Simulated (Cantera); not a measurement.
Charge: 1 mol Si3N4, 1 mol CO2, 3.7 mol H2, equilibrated at 101000 Pa.

These are equilibrium values from Cantera (NASA tables, ideal gas, pure condensed phases), not measurements of a reactor. Candidate condensed phases: C, C6H6, C7H8, C8H18, H2O, Si, SiC, SiO2, Si2N2O, Si3N4; 151 gas species. Mutual solubility and eutectic melting of coexisting phases are not modelled. The tables hold silica as quartz up to 1696 K and as liquid above; real silica turns to tridymite and cristobalite and melts near 1996 K. Kinetics and transport are ignored.

x: gas mole fraction; n: condensed amount in mol.

```
T (°C)   x H2   x N2       x CH4        x CO  n C(graphite)  n SiO2(β-quartz)  n Si2N2O(s)
------  -----  -----  ----------  ----------  -------------  ----------------  -----------
752     0.793  0.160      0.0468    0.000343          0.803             0.332         1.33
777     0.804  0.158      0.0375    0.000562          0.840             0.332         1.33
802     0.812  0.157      0.0301    0.000899          0.868             0.331         1.33
827     0.818  0.156  (withheld)  (withheld)          0.890             0.329         1.34
852     0.823  0.155      0.0198     0.00216          0.906             0.327         1.34
877     0.827  0.154      0.0162     0.00325          0.916             0.324         1.34
902     0.829  0.153  (withheld)  (withheld)          0.921             0.319         1.34
927     0.830  0.151      0.0110     0.00699          0.922             0.313         1.34
952     0.831  0.150     0.00919     0.01000          0.916             0.304         1.35
977     0.830  0.148     0.00768      0.0141          0.905             0.292         1.35
1002    0.829  0.145     0.00645      0.0195          0.886             0.276         1.36
1027    0.826  0.142     0.00543      0.0267          0.858             0.254         1.37
```

Some entries are withheld; supply them.


- 902, x CH4: 0.0133
- 902, x CO: 0.00481
- 827, x CH4: 0.0244
- 827, x CO: 0.00141
